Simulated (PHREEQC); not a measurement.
3.2 g of hydrous ferric oxide (600 m²/g; 0.2 weak and 0.005 strong sites per Fe, Dzombak-Morel constants, diffuse double layer) in 1 kg of water with 0.01 mol/kgw of an inert sodium salt, at 25 °C; the pH is set by adding NaOH or the inert anion's acid. Oxygen is held at 0.21 atm. No CO2 enters from the air. No solid was allowed to form.

Model: ion-association model, wateq4f.dat, run in PHREEQC.

```
pH     surface charge σ (C/m²)  surface potential ψ (mV)
-----  -----------------------  ------------------------
3                        0.332                       198
3.67                     0.266                       ___
4.33                     0.186                       ___
5                        0.117                       151
5.67                     0.068                       ___
6.33                     0.037                       ___
7                          ___                        60
7.67                     0.006                        24
8.33                    -0.003                       -12
9                       -0.013                       -49
9.67                    -0.029                       ___
10.33                   -0.056                      -115
11                      -0.102                      -142
```

### Question
Fill in the missing entries.

### Answer

- 3.67, surface potential ψ (mV): 190
- 4.33, surface potential ψ (mV): 173
- 5.67, surface potential ψ (mV): 125
- 6.33, surface potential ψ (mV): 94
- 7, surface charge σ (C/m²): 0.017
- 9.67, surface potential ψ (mV): -84

Species that the database lacks are ignored. The oxide is taken as insoluble; below pH 4 it would dissolve.
